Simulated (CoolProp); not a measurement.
n-heptane along the isobar 17.5 bar: fugacity coefficient from the reference equation and from simpler models built on Tc = 541.2 K, pc = 27.74 bar, ω = 0.349; each cubic takes its own stable root.

Values from CoolProp's reference Helmholtz-energy equation of state, Span 2003. It is a short technical equation, of lower accuracy than the large ones.

```
T (K)   phase  reference  van der Waals  Redlich-Kwong  Peng-Robinson
-----  ------  ---------  -------------  -------------  -------------
357.9  liquid    0.04010         0.2360        0.08778        0.04008
376.6  liquid    0.06898         0.2972         0.1336        0.06893
395.2  liquid     0.1106         0.3647         0.1921         0.1107
413.8  liquid     0.1675         0.4383         0.2640         0.1679
432.4  liquid     0.2415         0.5170         0.3486         0.2424
451    liquid     0.3332         0.5996         0.4449         0.3350
469.7  liquid     0.4431         0.6851         0.5512         0.4457
488.3  liquid     0.5682         0.7574         0.6633         0.5708
506.9  liquid     0.7053         0.7799         0.7459         0.7058
525.5     gas     0.7561         0.7992         0.7723         0.7496
544.1     gas     0.7869         0.8161         0.7948         0.7774
562.8     gas     0.8126         0.8311         0.8145         0.8015
581.4     gas     0.8342         0.8445         0.8316         0.8224
600       gas     0.8528         0.8564         0.8467         0.8408
```

At some of these states van der Waals, Redlich-Kwong gives the other phase, because its saturation line lies elsewhere.
